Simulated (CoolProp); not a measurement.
R1224YDZ along the isotherm 291.3 K: density (kg/m³) from the reference equation and from simpler models built on Tc = 428.7 K, pc = 3.334 MPa, ω = 0.325; each cubic takes its own stable root.

Model: reference Helmholtz-energy equation of state, Akasaka 2023, in CoolProp.

```csv
p (MPa),phase,reference,van der Waals,Redlich-Kwong,Soave-Redlich-Kwong,Peng-Robinson
0.0527,gas,3.309,3.269,3.283,3.291,3.294
0.0795,gas,5.057,4.962,4.995,5.014,5.020
0.12,liquid,1379,7.561,7.639,1233,1395
0.181,liquid,1379,11.57,11.76,1234,1395
0.273,liquid,1379,17.87,1174,1234,1396
0.412,liquid,1380,28.05,1175,1235,1396
0.621,liquid,1380,807.1,1177,1236,1397
0.937,liquid,1381,810.2,1179,1237,1399
1.41,liquid,1383,814.6,1183,1240,1401
2.13,liquid,1385,820.9,1188,1243,1404
3.22,liquid,1389,829.6,1195,1248,1409
4.86,liquid,1394,841.0,1205,1255,1416
7.32,liquid,1401,855.7,1219,1265,1426
11.1,liquid,1412,874.0,1238,1279,1439
16.7,liquid,1426,895.2,1261,1297,1457
```

At some of these states van der Waals, Redlich-Kwong gives the other phase, because its saturation line lies elsewhere.
